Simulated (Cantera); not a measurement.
# Adiabatic ignition

An adiabatic, constant-volume homogeneous reactor starts with CH4 : O2 : N2 = 1 : 1.82 : 6.84 (molar parts), equivalence ratio 1.1, at 1225 K and 101000 Pa.

Cantera simulation using GRI-Mech 3.0 (53 species, 325 reactions); the numbers are that mechanism's predictions, not measurements.

```tsv
t (s)	T (K)	P (bar)	x CH4	x O2	x HO2	x HCN	x NO	x H	x C2H
3.00e-6	1225	1.01	0.104	0.188	4.32e-9	<1e-12	<1e-12	2.32e-11	<1e-12
8.77e-6	1225	1.01	0.104	0.188	1.26e-8	<1e-12	<1e-12	2.56e-11	<1e-12
2.56e-5	1225	1.01	0.104	0.188	3.65e-8	<1e-12	<1e-12	3.13e-11	<1e-12
7.50e-5	1225	1.01	0.104	0.188	1.04e-7	<1e-12	<1e-12	5.01e-11	<1e-12
0.000219	1225	1.01	0.104	0.188	2.85e-7	<1e-12	<1e-12	1.26e-10	<1e-12
0.000641	1225	1.01	0.104	0.188	6.61e-7	<1e-12	<1e-12	5.75e-10	<1e-12
0.00187	1225	1.01	0.103	0.188	8.17e-7	<1e-12	<1e-12	2.72e-9	<1e-12
0.00548	1226	1.01	0.103	0.188	1.33e-6	<1e-12	<1e-12	6.09e-9	<1e-12
0.0160	1231	1.02	0.103	0.188	4.39e-6	<1e-12	<1e-12	2.80e-8	<1e-12
0.0468	2853	2.49	<1e-12	0.0117	5.78e-6	5.33e-9	0.00862	0.00984	<1e-12
0.137	2853	2.49	<1e-12	0.0117	5.78e-6	5.33e-9	0.00862	0.00984	<1e-12
0.400	2853	2.49	<1e-12	0.0117	5.78e-6	5.33e-9	0.00862	0.00984	<1e-12
```
x: mole fraction; the columns are a selection and need not sum to one.

The time of steepest temperature rise comes out as 31.9 ms and the temperature at 0.400 s is 2853 K. The equilibrium temperature comes out as 2853 K and the x(CH4) at 0.400 s comes out as <1e-12 (gas-phase equilibrium <1e-12). The x(O2) at 0.400 s comes out as 0.0117 (gas-phase equilibrium 0.0117) and the x(HO2) at 0.400 s comes out as 5.78e-6 (gas-phase equilibrium 5.78e-6).
